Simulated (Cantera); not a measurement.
Charge: 1 mol HI, 3.3 mol H2, 5.7 mol O2, equilibrated at 0.0100 bar.

Method: chemical equilibrium by Gibbs-energy minimisation in Cantera with the NASA 1993 tables (ideal gas, pure condensed phases). Candidate condensed phases: H2O, I2; 12 gas species. Kinetics and transport are ignored.

x: gas mole fraction; nothing condenses.

```
T (K)   x O2  x H2O     x I      x I2      x OH       x O
-----  -----  -----  ------  --------  --------  --------
798    0.466  0.466  0.0126    0.0550   6.84e-9    <1e-12
898    0.460  0.460     ___       ___       ___       ___
998    0.451  0.451  0.0778    0.0204   8.98e-7  9.93e-10
1098   0.445  0.445   0.104   0.00668   5.30e-6   1.58e-8
1198   0.443  0.443   0.113   0.00192   2.34e-5   1.60e-7
1298   0.442  0.442   0.115  0.000606   8.21e-5   1.13e-6
1398   0.442  0.442   0.116       ___       ___       ___
1498   0.442  0.441   0.116   9.03e-5  0.000615   2.62e-5
1598   0.441  0.441   0.116   4.14e-5   0.00139   9.41e-5
1698   0.441  0.440   0.116   2.07e-5   0.00286  0.000291
1798   0.440  0.438   0.116   1.12e-5   0.00542  0.000792
1898   0.437  0.434   0.116   6.42e-6   0.00957   0.00194
```

Problem. What belongs in the gaps?

Solution. 
- 898, x I: 0.0393
- 898, x I2: 0.0409
- 898, x OH: 1.03e-7
- 898, x O: 3.39e-11
- 1398, x I2: 0.000220
- 1398, x OH: 0.000242
- 1398, x O: 6.10e-6
